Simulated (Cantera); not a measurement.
## Adiabatic ignition

An adiabatic, constant-volume homogeneous reactor starts with 3.68 % CH4, 0.846 % C2H6, 17.5 % O2, 65.9 % N2, 12.1 % CO2, at 1475 K and 10.0 bar.

Detailed kinetics in Cantera: GRI-Mech 3.0 (53 species, 325 reactions).

| t (s) | T (K) | P (bar) | x CH4 | x C2H6 | x O2 | x HO2 | x CO2 |
|---|---|---|---|---|---|---|---|
| 2.00e-6 | 1475 | 10.00 | 0.0368 | 0.00844 | 0.175 | 2.48e-6 | 0.121 |
| 5.86e-6 | 1475 | 10.00 | 0.0368 | 0.00838 | 0.175 | 2.00e-5 | 0.121 |
| 1.72e-5 | 1479 | 10.0 | 0.0359 | 0.00762 | 0.174 | 0.000140 | 0.121 |
| 5.03e-5 | 2562 | 17.6 | <1e-12 | <1e-12 | 0.0744 | 1.67e-5 | 0.161 |
| 0.000147 | 2593 | 17.8 | <1e-12 | <1e-12 | 0.0726 | 1.62e-5 | 0.164 |
| 0.000432 | 2589 | 17.8 | <1e-12 | <1e-12 | 0.0715 | 1.58e-5 | 0.165 |
| 0.00126 | 2580 | 17.7 | <1e-12 | <1e-12 | 0.0692 | 1.51e-5 | 0.165 |
| 0.00371 | 2571 | 17.6 | <1e-12 | <1e-12 | 0.0668 | 1.44e-5 | 0.165 |
| 0.0109 | 2570 | 17.6 | <1e-12 | <1e-12 | 0.0664 | 1.43e-5 | 0.165 |
| 0.0318 | 2570 | 17.6 | <1e-12 | <1e-12 | 0.0664 | 1.43e-5 | 0.165 |
| 0.0932 | 2570 | 17.6 | <1e-12 | <1e-12 | 0.0664 | 1.43e-5 | 0.165 |
| 0.273 | 2570 | 17.6 | <1e-12 | <1e-12 | 0.0664 | 1.43e-5 | 0.165 |
| 0.800 | 2570 | 17.6 | <1e-12 | <1e-12 | 0.0664 | 1.43e-5 | 0.165 |
x: mole fraction; the columns are a selection and need not sum to one.

```json
{
 "time_of_steepest_temperature_rise": "40.5 µs",
 "temperature at 0.800 s": "2570 K",
 "equilibrium_temperature": "2570 K",
 "x(CH4) at 0.800 s": "<1e-12 (gas-phase equilibrium <1e-12)",
 "x(C2H6) at 0.800 s": "<1e-12 (gas-phase equilibrium <1e-12)",
 "x(O2) at 0.800 s": "0.0664 (gas-phase equilibrium 0.0664)"
}
```
